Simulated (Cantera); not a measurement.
Charge: 1 mol CHF₃, 0.01 mol HCl, 0.65 mol H₂, equilibrated at 34.0 Pa.

These are equilibrium values from Cantera (NASA tables, ideal gas, pure condensed phases), not measurements of a reactor. Candidate condensed phases: C, C₆H₆, C₇H₈, C₈H₁₈; 118 gas species. Rates play no part.

x: gas mole fraction; nothing condenses.

| T (°C) | x F | x H | x HF | x C | x C₃ | x CF | x C₂ |
|---|---|---|---|---|---|---|---|
| 2627 | 0.344 | 0.198 | 0.341 | 0.0314 | 0.0544 | 0.0180 | 0.00961 |
| 2677 | 0.369 | 0.231 | 0.281 | 0.0409 | 0.0471 | 0.0171 | 0.0106 |
| 2727 | 0.392 | 0.260 | 0.225 | 0.0522 | 0.0395 | 0.0159 | 0.0115 |
| 2777 | 0.412 | 0.286 | 0.175 | 0.0653 | 0.0320 | 0.0145 | 0.0120 |
| 2827 | 0.427 | 0.307 | (withheld) | (withheld) | (withheld) | (withheld) | 0.0120 |
| 2877 | 0.439 | 0.323 | 0.100 | 0.0944 | 0.0181 | 0.0111 | 0.0116 |
| 2927 | 0.448 | 0.334 | (withheld) | (withheld) | (withheld) | (withheld) | (withheld) |
| 2977 | 0.454 | 0.342 | 0.0545 | 0.122 | 0.00800 | 0.00769 | 0.00939 |

**Question.** Fill in the missing entries.

**Answer.** 
- 2927, x HF: 0.0741
- 2927, x C: 0.109
- 2927, x C₃: 0.0124
- 2927, x CF: 0.00937
- 2927, x C₂: 0.0107
- 2827, x HF: 0.134
- 2827, x C: 0.0796
- 2827, x C₃: 0.0247
- 2827, x CF: 0.0128
